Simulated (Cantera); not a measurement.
## C3H6 + CO2 (carbon deposition, reforming and gasification)

Charge: 1 mol C3H6, 4.1 mol CO2, held at 0.158 Torr.

Method: chemical equilibrium by Gibbs-energy minimisation in Cantera with the NASA 1993 tables (ideal gas, pure condensed phases). Candidate condensed phases: C, C6H6, C7H8, C8H18, H2O; 131 gas species. Ions and electrons are included (thermal ionisation). Rates play no part.

From 3000 K to 5000 K nothing is condensed. The main C-bearing gas is CO at 3000 K and C at 5000 K.

```csv
T (K),x CO,x H,x O,x C,x e-,x C+,x H2,x OH
3000,0.501,0.420,0.0768,7.03e-8,5.01e-9,1.75e-12,0.00149,0.000443
3250,0.500,0.422,0.0773,2.05e-6,3.00e-8,2.97e-10,0.000363,0.000111
3500,0.500,0.422,0.0775,3.73e-5,1.85e-7,1.86e-8,0.000107,3.38e-5
3750,0.499,0.422,0.0779,0.000460,1.16e-6,5.20e-7,3.73e-5,1.20e-5
4000,0.494,0.421,0.0811,0.00397,8.16e-6,6.62e-6,1.46e-5,5.02e-6
4250,0.467,0.413,0.0977,0.0219,5.01e-5,4.71e-5,6.22e-6,2.65e-6
4500,0.393,0.392,0.143,0.0712,0.000224,0.000218,2.70e-6,1.81e-6
4750,0.270,0.358,0.219,0.152,0.000746,0.000734,1.17e-6,1.32e-6
5000,0.141,0.321,0.298,0.237,0.00196,0.00194,5.23e-7,9.03e-7
```
x: gas mole fraction; nothing condenses.
